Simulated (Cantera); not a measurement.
**Ammonia decomposition in nitride growth gas**

A perfectly stirred reactor is fed with NH₃ : N₂ = 1 : 9.2 (molar parts), at 0.987 atm; it is held at 1650 K, and followed from long to short residence time.

Computed with Cantera and the gas-phase N/H chemistry of the illustrative SiF4/NH3 mechanism in the Surface Chemkin manual (1991). Walls and surfaces, which speed up NH3 decomposition in real reactors, are not modelled.

```csv
τ (s),x NH₃,x NH,x H₂,x N₂H₄,x N,x N₂
0.82,0.0783,3.89e-7,0.0269,2.04e-8,2.12e-8,0.895
0.43,0.0860,3.91e-7,0.0164,2.51e-8,1.75e-8,0.898
0.22,0.0913,3.68e-7,0.00919,2.96e-8,1.23e-8,0.899
0.12,0.0942,3.32e-7,0.00522,3.32e-8,7.67e-9,0.901
0.061,0.0960,2.86e-7,0.00269,3.63e-8,4.00e-9,0.901
0.032,0.0970,2.47e-7,0.00140,3.77e-8,2.02e-9,0.902
0.017,0.0975,2.15e-7,0.000711,3.70e-8,1.02e-9,0.902
0.0086,0.0978,1.85e-7,0.000327,3.33e-8,4.94e-10,0.902
0.0045,0.0979,1.51e-7,0.000144,2.64e-8,2.46e-10,0.902
0.0024,0.0980,1.09e-7,5.75e-5,1.69e-8,1.21e-10,0.902
```
x: mole fraction; the columns are a selection and need not sum to one.
